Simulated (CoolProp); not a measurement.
Aqueous sodium chloride as a coolant, 9 % by mass, freezing at -5.8 °C, 1 atm.

Computed with CoolProp (Melinder's fits for secondary coolants).

```csv
T (°C),cp (kJ/(kg K)),Prandtl number,density (kg/m³),viscosity (mPa s)
-0.3,3.727,13.7,1069,2.05
5.3,3.737,11.4,1068,1.73
10.8,3.747,9.64,1066,1.48
16.4,3.755,8.21,1064,1.28
21.9,3.763,7.10,1062,1.12
27.5,3.770,6.20,1060,0.990
33.1,3.777,5.48,1058,0.886
38.6,3.783,4.92,1056,0.805
```
